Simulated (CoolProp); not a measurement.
Model: reference Helmholtz-energy equation of state, Thol 2016, in CoolProp.

### Question
For hexamethyldisiloxane (MM), give the phase and the cv (kJ/(kg K)), speed of sound (m/s), Joule-Thomson coefficient (K/MPa) at 330.55 °C and 0.159 MPa; 314.75 °C and 3.18 MPa; 131.25 °C and 7.53 MPa.

### Answer
- 330.55 °C and 0.159 MPa: gas; cv 2.19, speed of sound 175, Joule-Thomson coefficient 5.74
- 314.75 °C and 3.18 MPa: supercritical; cv 2.22, speed of sound 116, Joule-Thomson coefficient 8.93
- 131.25 °C and 7.53 MPa: liquid; cv 1.80, speed of sound 629, Joule-Thomson coefficient -0.237
